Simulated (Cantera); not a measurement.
Charge: 1 mol HMDSO, 0.077 mol O3, 4.3 mol N2, equilibrated at 1.28 Torr.

These are equilibrium values from Cantera (NASA tables, ideal gas, pure condensed phases), not measurements of a reactor. Candidate condensed phases: C, C6H6, C7H8, C8H18, H2O, Si, SiC, SiO2, Si2N2O, Si3N4; 151 gas species. The feed counts by its element totals alone. N2 is the only nitrogen source here; it is nearly inert below about 1500 K, so the nitride shown seldom forms there in practice. The tables' values for SiN are old estimates; treat these amounts as uncertain. Equilibrium is a limit: real reactors are often held back by kinetics, nucleation or transport.

x: gas mole fraction; n: condensed amount in mol.

```csv
T (°C),x H2,x N2,x CO,x H,x HCN,x Si,x SiO,n C(graphite),n Si2N2O(s),n SiC(s)
877,0.718,0.263,0.0184,1.53e-6,1.82e-5,<1e-12,1.98e-8,5.77,1.00,0
977,0.718,0.263,0.0184,…,…,<1e-12,…,5.77,1.000,0
1077,0.718,0.263,0.0184,4.90e-5,0.000142,3.18e-10,1.28e-5,5.77,1.000,0
1177,0.619,0.296,0.0846,0.000180,0.000314,1.08e-8,0.000133,2.77,0,2.00
1277,0.619,0.296,0.0845,0.000601,0.000636,1.72e-7,0.000203,2.77,0,2.00
1377,0.617,0.295,0.0843,…,…,…,…,2.76,0,2.00
1477,0.615,0.294,0.0841,0.00442,0.00203,1.68e-5,0.000403,2.75,0,1.99
1577,0.609,0.293,0.0837,0.0102,0.00329,0.000114,0.000535,2.73,0,1.99
1677,0.599,0.290,0.0831,0.0215,0.00502,0.000635,0.000687,2.71,0,1.98
1777,0.579,0.285,0.0818,0.0419,0.00726,0.00299,0.000853,2.71,0,1.94
```

Some entries are withheld; supply them.


- 977, x H: 9.94e-6
- 977, x HCN: 5.51e-5
- 977, x SiO: 6.55e-7
- 1377, x H: 0.00173
- 1377, x HCN: 0.00118
- 1377, x Si: 1.96e-6
- 1377, x SiO: 0.000292
